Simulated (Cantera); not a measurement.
# Premixed flame

A freely propagating, adiabatic, planar premixed flame of CH4 : C2H6 : C3H8 : O2 : N2 = 1 : 0.059 : 1.4 : 7.08 : 20 (molar parts), equivalence ratio 1.3, unburnt at 625 K and 7.40 bar; mixture-averaged transport, grid criteria slope 0.08 and curve 0.16, no radiation.

Cantera simulation using GRI-Mech 3.0 (53 species, 325 reactions); the numbers are that mechanism's predictions, not measurements. GRI-Mech 3.0 was tuned for natural gas; its chemistry of propane as a main component is partial and can be far from experiment. Burning velocities carry a grid error of a few per cent, more on coarse grids.

| z (mm) | T (K) | u (m/s) | x CH4 | x C2H6 | x C3H8 | x HCN | x CH2CO | x H2 |
|---|---|---|---|---|---|---|---|---|
| -0.125 | 625 | 1.30 | 0.0338 | 0.00199 | 0.0473 | <1e-8 | 2.02e-8 | 0.00237 |
| -0.0835 | 627 | 1.31 | 0.0336 | 0.00199 | 0.0471 | <1e-8 | 3.77e-7 | 0.00641 |
| -0.0626 | 638 | 1.33 | 0.0332 | 0.00198 | 0.0468 | 4.98e-8 | 3.60e-6 | 0.0115 |
| -0.0417 | 713 | 1.51 | 0.0317 | 0.00202 | 0.0456 | 5.16e-7 | 5.13e-5 | 0.0211 |
| -0.0209 | 1167 | 2.58 | 0.0253 | 0.00274 | 0.0314 | 5.34e-6 | 0.000799 | 0.0363 |
| -0.0104 | 1628 | 3.75 | 0.0182 | 0.00221 | 0.00971 | 1.31e-5 | 0.00204 | 0.0440 |
| 0 | 2060 | 4.87 | 0.00778 | 0.000275 | 0.000235 | 2.70e-5 | 0.00167 | 0.0467 |
| 0.0104 | 2296 | 5.45 | 0.00163 | 5.17e-6 | 2.57e-7 | 3.89e-5 | 0.000369 | 0.0439 |
| 0.0209 | 2387 | 5.65 | 0.000247 | 9.60e-8 | <1e-8 | 3.37e-5 | 4.88e-5 | 0.0412 |
| 0.0417 | 2448 | 5.76 | 5.85e-6 | <1e-8 | <1e-8 | 1.36e-5 | 9.36e-7 | 0.0401 |
| 0.0835 | 2500 | 5.86 | 1.59e-8 | <1e-8 | <1e-8 | 2.32e-6 | <1e-8 | 0.0406 |
| 0.167 | 2547 | 5.95 | <1e-8 | <1e-8 | <1e-8 | 1.97e-7 | <1e-8 | 0.0405 |
| 0.334 | 2577 | 6.01 | <1e-8 | <1e-8 | <1e-8 | 1.82e-8 | <1e-8 | 0.0402 |
x: mole fraction of selected species; z is measured from the peak of heat release.

The laminar burning velocity comes out as 129 cm/s and the thermal thickness comes out as 0.0417 mm. The peak x(HCN) is 3.92e-5 and the peak x(CH2CO) comes out as 0.00227. The peak x(H2) is 0.0468 and the grid points is 158.
